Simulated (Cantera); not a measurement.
A closed system holds: 1 mol Cu, 0.26 mol O₂, 220 mol N₂, 1.4 mol H₂, equilibrated at 0.100 bar.

Method: chemical equilibrium by Gibbs-energy minimisation in Cantera with the NASA 1993 tables (ideal gas, pure condensed phases). Candidate condensed phases: Cu, CuO, Cu(OH)₂, Cu₂O, H₂O; 27 gas species. The numbers say what is thermodynamically allowed, not how fast it happens.

Question: At 425 °C, list the 3 most abundant gas species with their mole fractions, and the condensed phases.

Answer: N₂ 0.994, H₂ 0.00397, H₂O 0.00235. Condensed: Cu(s).
